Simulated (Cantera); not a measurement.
# Thermodynamics of metals in furnace atmospheres, feed Al + NH3 + H2

Feed: 1 mol Al, 4.4 mol NH3, 33 mol H2, held at 1425 K and 52.0 Pa.

Method: chemical equilibrium by Gibbs-energy minimisation in Cantera with the NASA 1993 tables (ideal gas, pure condensed phases). Candidate condensed phases: Al, AlN; 13 gas species. Equilibrium is a limit: real reactors are often held back by kinetics, nucleation or transport.

```
Quantity                             Result
--------------------------------  ---------
x(H2)                                 0.959
x(N2)                                0.0412
x(H)                               0.000293
x(Al)                               1.74e-6
n(AlN(s))                         1.000 mol
gas amount                        41.31 mol
log10 activity of Al(l) (absent)      -3.60
```
